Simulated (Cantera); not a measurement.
## Moist CO burnout

A perfectly stirred reactor is fed with 0.297 % CO, 0.553 % O₂, 0.316 % H₂O, 98.8 % N₂, equivalence ratio 0.27, at 750 Torr; it is held at 1200 K, and followed from long to short residence time.

Detailed kinetics in Cantera: GRI-Mech 3.0 (53 species, 325 reactions).

```tsv
τ (s)	x CO	x O₂	x H₂O	x H₂	x H	x NO₂	x H₂O₂
0.86	0.000128	0.00412	0.00316	2.91e-6	9.63e-7	1.30e-9	9.67e-9
0.53	0.000177	0.00414	0.00316	4.03e-6	1.51e-6	8.84e-10	1.26e-8
0.33	0.000240	0.00417	0.00315	5.49e-6	2.34e-6	6.01e-10	1.60e-8
0.20	0.000331	0.00422	0.00315	7.52e-6	3.66e-6	4.01e-10	2.04e-8
0.12	0.000454	0.00428	0.00314	1.02e-5	5.67e-6	2.70e-10	2.54e-8
0.077	0.000593	0.00434	0.00314	1.30e-5	8.12e-6	1.96e-10	3.01e-8
0.048	0.000779	0.00443	0.00313	1.64e-5	1.16e-5	1.44e-10	3.51e-8
0.029	0.00102	0.00455	0.00312	2.03e-5	1.62e-5	1.06e-10	4.01e-8
0.018	0.00130	0.00469	0.00312	2.38e-5	2.12e-5	7.94e-11	4.37e-8
0.011	0.00162	0.00485	0.00311	2.66e-5	2.61e-5	5.76e-11	4.58e-8
0.0069	0.00194	0.00500	0.00311	2.76e-5	2.91e-5	4.00e-11	4.55e-8
```
x: mole fraction; the columns are a selection and need not sum to one.
